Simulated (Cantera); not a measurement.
A closed system holds: 1 mol SiCl4, 2.3 mol H2, held at 573.15 K and 0.100 bar.

Method: chemical equilibrium by Gibbs-energy minimisation in Cantera with the NASA 1993 tables (ideal gas, pure condensed phases). Candidate condensed phases: Si; 19 gas species. Kinetics and transport are ignored.

Base state: H2 0.695, SiCl4 0.301, HCl 0.00172, SiHCl3 0.00172 (mole fractions); condensed: gas only.

Task: What changes in the equilibrium state with this change: temperature from 573.15 K to 825 K?

Result: 
| species | before | after |
|---|---|---|
| H2 | 0.695 | 0.681 |
| SiCl4 | 0.301 | 0.287 |
| HCl | 0.00172 | 0.0157 |
| SiHCl3 | 0.00172 | 0.0155 |
| SiCl3 | 7.56e-9 | 6.69e-5 |
| SiH2Cl2 | 4.51e-7 | 7.02e-5 |
The tables' values for SiCl3 are old estimates; treat these amounts as uncertain.
